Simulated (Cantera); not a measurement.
An adiabatic, constant-pressure homogeneous reactor starts with H2 : O2 : N2 = 1 : 0.333 : 3.67 (molar parts), equivalence ratio 1.5, at 1525 K and 1000000 Pa.

Computed with Cantera and the H2/O2 subset of GRI-Mech 3.0, which has no nitrogen chemistry. The hydrogen kinetics of GRI-Mech 3.0 are dated; newer H2 mechanisms differ, most at raised pressure.

x: mole fraction; the columns are a selection and need not sum to one.

```tsv
t (s)	T (K)	x H2	x O2	x O	x H2O	x H2O2	x H	x HO2
5.00e-6	2232	0.0664	0.00147	0.00166	0.129	4.35e-7	0.0235	4.48e-6
1.62e-5	2405	0.0696	___	___	0.139	___	___	___
5.22e-5	2443	0.0707	1.83e-5	2.09e-5	0.141	1.60e-8	0.00240	3.48e-8
0.000169	2449	0.0709	8.77e-6	1.06e-5	0.142	8.41e-9	0.00171	1.38e-8
0.000545	2449	0.0709	8.65e-6	1.05e-5	0.142	8.31e-9	0.00170	1.36e-8
0.00176	2449	0.0709	8.65e-6	1.05e-5	0.142	8.31e-9	0.00170	1.36e-8
0.00568	2449	0.0709	8.65e-6	1.05e-5	0.142	8.31e-9	0.00170	1.36e-8
0.0184	2449	0.0709	8.65e-6	1.05e-5	0.142	8.31e-9	0.00170	1.36e-8
0.0593	2449	0.0709	8.65e-6	1.05e-5	0.142	8.31e-9	0.00170	1.36e-8
0.192	2449	0.0709	8.65e-6	1.05e-5	0.142	8.31e-9	0.00170	1.36e-8
0.619	2449	0.0709	8.65e-6	1.05e-5	0.142	8.31e-9	0.00170	1.36e-8
2.00	2449	0.0709	8.65e-6	1.05e-5	0.142	8.31e-9	0.00170	1.36e-8
```

Problem. What belongs in the gaps?

Solution. 
- 1.62e-5, x O2: 0.000139
- 1.62e-5, x O: 0.000150
- 1.62e-5, x H2O2: 8.60e-8
- 1.62e-5, x H: 0.00650
- 1.62e-5, x HO2: 4.05e-7
